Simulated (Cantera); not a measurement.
An adiabatic, constant-pressure homogeneous reactor starts with 3.67 % C3H8, 19.3 % O2, 72.6 % N2, 4.40 % CO2, at 1773 K and 10.0 bar.

Model: GRI-Mech 3.0 (53 species, 325 reactions), integrated in Cantera. GRI-Mech 3.0 was tuned for natural gas; its chemistry of propane as a main component is partial and can be far from experiment.

Task: Predict: time of steepest temperature rise; temperature at 0.200 s; equilibrium temperature; x(O2) at 0.200 s; x(CO2) at 0.200 s; x(CH2O) at 0.200 s.

Result: 
```
Item                                                                Result
---------------------------------  ---------------------------------------
time of steepest temperature rise                                  2.71 µs
temperature at 0.200 s                                              2942 K
equilibrium temperature                                             2942 K
x(O2) at 0.200 s                     0.0253 (gas-phase equilibrium 0.0253)
x(CO2) at 0.200 s                    0.0931 (gas-phase equilibrium 0.0931)
x(CH2O) at 0.200 s                 1.73e-9 (gas-phase equilibrium 1.73e-9)
```
